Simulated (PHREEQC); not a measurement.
Model water analysis in mg/kgw, 35 °C, pH 6.93, pe 11.6: Na 39.9; K 0.000172; Ca 3.84; Mg 187; Cl 338; S(6) as SO4 146; Alkalinity as HCO3 251; Li 0.0126.

Valence states are taken as typed.

Model: ion-association model, phreeqc.dat, run in PHREEQC.

Precipitation was switched off in this run.

What ionic strength, specific conductance, charge-balance error does the model give?

ionic strength 0.0235 mol/kgw; specific conductance 2000 µS/cm; charge-balance error 2.0 %.

In which forms is Ca present?

Ca+2 92 %, CaSO4 5.0 %, CaHCO3+ 2.9 % of the Ca.

Complexes and solids missing from the database can't appear.
